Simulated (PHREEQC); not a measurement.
0.023 g of hydrous ferric oxide (600 m²/g; 0.2 weak and 0.005 strong sites per Fe, Dzombak-Morel constants, diffuse double layer) in 1 kg of water with 0.001 mol/kgw of an inert sodium salt, at 25 °C; the pH is set by adding NaOH or the inert anion's acid. Oxygen alone is held at its pressure in air (log pO2 = -0.68). CO2 from the air is kept out. Nothing may precipitate in this run.

Equilibrium calculation in PHREEQC: ion-association model, wateq4f.dat.

```json
[
 {"pH": "4", "surface charge σ (C/m²)": "0.117", "surface potential ψ (mV)": "210"},
 {"pH": "4.5", "surface charge σ (C/m²)": "(withheld)", "surface potential ψ (mV)": "191"},
 {"pH": "5", "surface charge σ (C/m²)": "(withheld)", "surface potential ψ (mV)": "169"},
 {"pH": "5.5", "surface charge σ (C/m²)": "(withheld)", "surface potential ψ (mV)": "145"},
 {"pH": "6", "surface charge σ (C/m²)": "(withheld)", "surface potential ψ (mV)": "119"},
 {"pH": "6.5", "surface charge σ (C/m²)": "0.011", "surface potential ψ (mV)": "92"},
 {"pH": "7", "surface charge σ (C/m²)": "(withheld)", "surface potential ψ (mV)": "64"},
 {"pH": "7.5", "surface charge σ (C/m²)": "0.003", "surface potential ψ (mV)": "35"},
 {"pH": "8", "surface charge σ (C/m²)": "0.000", "surface potential ψ (mV)": "6"},
 {"pH": "8.5", "surface charge σ (C/m²)": "(withheld)", "surface potential ψ (mV)": "-23"},
 {"pH": "9", "surface charge σ (C/m²)": "-0.004", "surface potential ψ (mV)": "-51"},
 {"pH": "9.5", "surface charge σ (C/m²)": "-0.008", "surface potential ψ (mV)": "(withheld)"},
 {"pH": "10", "surface charge σ (C/m²)": "-0.015", "surface potential ψ (mV)": "-107"},
 {"pH": "10.5", "surface charge σ (C/m²)": "-0.028", "surface potential ψ (mV)": "-133"},
 {"pH": "11", "surface charge σ (C/m²)": "-0.054", "surface potential ψ (mV)": "-155"},
 {"pH": "11.5", "surface charge σ (C/m²)": "-0.107", "surface potential ψ (mV)": "-170"},
 {"pH": "12", "surface charge σ (C/m²)": "-0.200", "surface potential ψ (mV)": "-176"}
]
```

**Question.** Fill in the missing entries.

**Answer.** 
- 4.5, surface charge σ (C/m²): 0.078
- 5, surface charge σ (C/m²): 0.050
- 5.5, surface charge σ (C/m²): 0.031
- 6, surface charge σ (C/m²): 0.019
- 7, surface charge σ (C/m²): 0.006
- 8.5, surface charge σ (C/m²): -0.002
- 9.5, surface potential ψ (mV): -80
